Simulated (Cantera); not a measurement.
Input: 1 mol Si3N4, 0.0027 mol H2O, 55 mol H2, equilibrated at 1073 K and 15.0 mbar.

Cantera equilibrium calculation (NASA polynomials, part measured and part estimated; ideal gas, pure solids and liquids). Candidate condensed phases: H2O, Si, SiO2, Si2N2O, Si3N4; 35 gas species. Mutual solubility and eutectic melting of coexisting phases are not modelled. Equilibrium is a limit: real reactors are often held back by kinetics, nucleation or transport.

Base state: H2 1.000, N2 1.64e-5 (mole fractions); condensed: Si2N2O(s) + Si3N4(s).

Question: What changes in the equilibrium state with this change: 0.13 mol NH3 added?

Answer: 
| species | before | after |
|---|---|---|
| H2 | 1.000 | 0.999 |
| N2 | 1.64e-5 | 0.00119 |
| Si2N2O(s), mol | 0.00270 | 0.00270 |
| Si3N4(s), mol | 0.998 | 0.998 |
